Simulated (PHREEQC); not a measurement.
Consider water at 25 °C with 0.029 mol HF, 0.0014 mol NH4F, 2.4e-06 mol H4SiO4 and 0.019 mol H2SO4 per kg of water. Closed to the air; pH follows from the charge balance.

Computed with PHREEQC (ion-association model, wateq4f.dat).

Precipitation was switched off in this run.

**Question.** What pH, ionic strength does the model give?

**Answer.** pH 1.64; ionic strength 0.0361 mol/kgw.

**Question.** In which forms is F present?

**Answer.** HF 85 %, H2F2 12 %, F- 3.0 %, HF2- 0.6 % of the F.

wateq4f.dat counts part of the HF as a dimer, H2F2, which phreeqc.dat doesn't know; its constant is uncertain. SiF6-2 is the database's only silicon fluoride.
